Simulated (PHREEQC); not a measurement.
Consider water at 25 °C with 1.4 mmol/kgw CdSO4, 84 mmol/kgw KCl and 0.22 mmol/kgw NiCl2. Closed to the air; pH follows from the charge balance.

All values are PHREEQC results (ion-association model, wateq4f.dat), not measurements.

**Question.** The ionic strength comes out as 0.0873 mol/kgw. What activity coefficients do CdCl3-, KSO4-, NiCl+, K+, SO4-2 get?

**Answer.** CdCl3- 0.79, KSO4- 0.80, NiCl+ 0.79, K+ 0.77, SO4-2 0.39.

This is a speciation only: nothing precipitates in the calculation.
